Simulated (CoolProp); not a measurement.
Vapour-liquid equilibrium of acetone (1) + n-nonane (2) at 59.55 °C; x and y are mole fractions of (1).

The numbers come from the multi-fluid Helmholtz-energy mixture model, Lemmon 2006 and Lemmon 2006; pair parameters Bell 2016 in CoolProp.

```json
[
 {"x": "0.05", "bubble pressure (bar)": "0.2484", "y at the bubble point": "0.847", "dew pressure at overall composition x (bar)": "0.04098", "liquid density (mol/L)": "5.522"},
 {"x": "0.15", "bubble pressure (bar)": "0.5427", "y at the bubble point": "___", "dew pressure at overall composition x (bar)": "0.04579", "liquid density (mol/L)": "5.891"},
 {"x": "0.25", "bubble pressure (bar)": "___", "y at the bubble point": "0.952", "dew pressure at overall composition x (bar)": "0.05187", "liquid density (mol/L)": "___"},
 {"x": "0.35", "bubble pressure (bar)": "___", "y at the bubble point": "0.959", "dew pressure at overall composition x (bar)": "0.05981", "liquid density (mol/L)": "6.778"},
 {"x": "0.45", "bubble pressure (bar)": "0.8550", "y at the bubble point": "0.963", "dew pressure at overall composition x (bar)": "0.07061", "liquid density (mol/L)": "7.321"},
 {"x": "0.55", "bubble pressure (bar)": "0.8882", "y at the bubble point": "0.966", "dew pressure at overall composition x (bar)": "0.08616", "liquid density (mol/L)": "7.953"},
 {"x": "0.65", "bubble pressure (bar)": "0.9201", "y at the bubble point": "0.968", "dew pressure at overall composition x (bar)": "0.1105", "liquid density (mol/L)": "8.699"},
 {"x": "0.75", "bubble pressure (bar)": "0.9608", "y at the bubble point": "0.973", "dew pressure at overall composition x (bar)": "0.1538", "liquid density (mol/L)": "9.591"},
 {"x": "0.85", "bubble pressure (bar)": "1.017", "y at the bubble point": "0.980", "dew pressure at overall composition x (bar)": "0.2530", "liquid density (mol/L)": "10.68"},
 {"x": "0.95", "bubble pressure (bar)": "1.093", "y at the bubble point": "0.992", "dew pressure at overall composition x (bar)": "0.6906", "liquid density (mol/L)": "12.02"}
]
```

Problem. Some entries are withheld; supply them.

Solution. 
- 0.15, y at the bubble point: 0.934
- 0.25, bubble pressure (bar): 0.7125
- 0.25, liquid density (mol/L): 6.306
- 0.35, bubble pressure (bar): 0.8046

No azeotrope shows between x = 0.05 and 0.95.

Pair parameters are fitted to limited data, so mixtures are less certain than the pure fluids. With so large a gap from Raoult's law the liquid may split in two, which this calculation doesn't test in full.
